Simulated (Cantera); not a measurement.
Cantera run:

```python
import numpy as np
import cantera as ct

gas_names = """
    CL CL2 H HCL H2 Si SiCL SiCL2 SiCL3 SiCL4 SiH SiHCL3 SiH2 SiH2CL2 SiH3 SiH3CL SiH4 Si2 Si3
""".split()
cond_names = """
    Si(cr) Si(L)
""".split()


# ... load() reads the species with a 1 bar reference pressure and builds the phases ...
atoms = {
    'SiH4': {'Si': 1, 'H': 4},
    'Cl2': {'CL': 2},
    'H2': {'H': 2},
}
top_T = {}  # K; cautious upper limits of use, not melting points


# ... equilibrate(T, P, feed) seeds the gas with the atoms and calls Mixture.equilibrate('TP', solver="vcs", rtol=1e-11, max_steps=5000) ...
results = []
feed = {'SiH4': 1, 'Cl2': 0.16, 'H2': 460}  # mol
P = 8600  # Pa
for T in [1100, 1200, 1300, 1400, 1500, 1600, 1700]:
    mix = equilibrate(T, P, feed)
    results.append((T, P, feed, dict(zip(mix.species_names, mix.species_moles))))
    x = sorted(zip(gas.X, gas.species_names), reverse=True)
    print(f"T = {T:g} K  P = {P:g} Pa  gas = {mix.phase_moles(0):.4g} mol")
    print("   x: " + "  ".join(f"{s} {v:.3e}" for v, s in x if v > 1e-06))
    print("   condensed (mol): " + ("  ".join(f"{mix.phase(i).name} {mix.phase_moles(i):.4g}"
          for i in range(1, mix.n_phases) if mix.phase_moles(i) > 1e-12) or "none"))
```

Result:

```
T = 1100 K  P = 8600 Pa  gas = 462.2 mol
   x: H2 9.993e-01  HCL 6.895e-04
   condensed (mol): Si(cr) 0.9993
T = 1200 K  P = 8600 Pa  gas = 462.2 mol
   x: H2 9.993e-01  HCL 6.899e-04  SiCL2 1.124e-06
   condensed (mol): Si(cr) 0.9994
T = 1300 K  P = 8600 Pa  gas = 462.2 mol
   x: H2 9.993e-01  HCL 6.897e-04  H 3.771e-06  SiCL2 1.270e-06
   condensed (mol): Si(cr) 0.9993
T = 1400 K  P = 8600 Pa  gas = 462.2 mol
   x: H2 9.993e-01  HCL 6.895e-04  H 1.658e-05  SiCL2 1.404e-06
   condensed (mol): Si(cr) 0.9991
T = 1500 K  P = 8600 Pa  gas = 462.2 mol
   x: H2 9.992e-01  HCL 6.892e-04  H 6.000e-05  SiCL2 1.527e-06  SiH2 1.497e-06
   condensed (mol): Si(cr) 0.9984
T = 1600 K  P = 8600 Pa  gas = 462.2 mol
   x: H2 9.991e-01  HCL 6.889e-04  H 1.853e-04  SiH2 5.001e-06  SiCL2 1.637e-06  Si 1.134e-06
   condensed (mol): Si(cr) 0.996
T = 1700 K  P = 8600 Pa  gas = 462.3 mol
   x: H2 9.988e-01  HCL 6.883e-04  H 5.021e-04  SiH2 1.417e-05  Si 7.890e-06  SiH 3.578e-06  SiCL2 1.699e-06
   condensed (mol): Si(L) 0.9871
```

Cantera equilibrium calculation (NASA polynomials, part measured and part estimated; ideal gas, pure solids and liquids). Gases not in the tables: Si2H6 and higher silanes.
